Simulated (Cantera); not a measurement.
An adiabatic, constant-volume homogeneous reactor starts with CH4 : O2 : N2 : H2O = 1 : 3.77 : 14.2 : 0.45 (molar parts), equivalence ratio 0.53, at 1775 K and 11.0 bar. Integrator tolerance rtol = 1e-08.

Cantera simulation using GRI-Mech 3.0 (53 species, 325 reactions); the numbers are that mechanism's predictions, not measurements.

### Question
What does this change do: constant pressure in place of constant volume?

### Answer
```csv
quantity,before,after
time of steepest temperature rise,15.5 µs,16.5 µs
temperature at 7.00 s,2833 K,2670 K
equilibrium temperature,2833 K,2670 K
x(CH4) at 7.00 s,<1e-12 (gas-phase equilibrium <1e-12),<1e-12 (gas-phase equilibrium <1e-12)
x(O2) at 7.00 s,0.0779 (gas-phase equilibrium 0.0779),0.0804 (gas-phase equilibrium 0.0804)
x(H2O) at 7.00 s,0.114 (gas-phase equilibrium 0.114),0.118 (gas-phase equilibrium 0.118)
x(CO) at 7.00 s,0.00660 (gas-phase equilibrium 0.00660),0.00428 (gas-phase equilibrium 0.00428)
x(HO2) at 7.00 s,3.21e-5 (gas-phase equilibrium 3.21e-5),2.08e-5 (gas-phase equilibrium 2.08e-5)
```

### Question
What does this change do: initial temperature 1775 to 1248 K?

### Answer
```tsv
quantity	before	after
time of steepest temperature rise	15.5 µs	1.80 ms
temperature at 7.00 s	2833 K	2504 K
equilibrium temperature	2833 K	2504 K
x(CH4) at 7.00 s	<1e-12 (gas-phase equilibrium <1e-12)	<1e-12 (gas-phase equilibrium <1e-12)
x(O2) at 7.00 s	0.0779 (gas-phase equilibrium 0.0779)	0.0829 (gas-phase equilibrium 0.0829)
x(H2O) at 7.00 s	0.114 (gas-phase equilibrium 0.114)	0.122 (gas-phase equilibrium 0.122)
x(CO) at 7.00 s	0.00660 (gas-phase equilibrium 0.00660)	0.00139 (gas-phase equilibrium 0.00139)
x(HO2) at 7.00 s	3.21e-5 (gas-phase equilibrium 3.21e-5)	1.72e-5 (gas-phase equilibrium 1.72e-5)
```

### Question
What does this change do: O2 3.77 to 2 parts?

### Answer
```tsv
quantity	before	after
time of steepest temperature rise	15.5 µs	28.1 µs
temperature at 7.00 s	2833 K	2872 K
equilibrium temperature	2833 K	2872 K
x(CH4) at 7.00 s	<1e-12 (gas-phase equilibrium <1e-12)	<1e-12 (gas-phase equilibrium <1e-12)
x(O2) at 7.00 s	0.0779 (gas-phase equilibrium 0.0779)	0.00790 (gas-phase equilibrium 0.00790)
x(H2O) at 7.00 s	0.114 (gas-phase equilibrium 0.114)	0.121 (gas-phase equilibrium 0.121)
x(CO) at 7.00 s	0.00660 (gas-phase equilibrium 0.00660)	0.0195 (gas-phase equilibrium 0.0195)
x(HO2) at 7.00 s	3.21e-5 (gas-phase equilibrium 3.21e-5)	6.45e-6 (gas-phase equilibrium 6.45e-6)
```
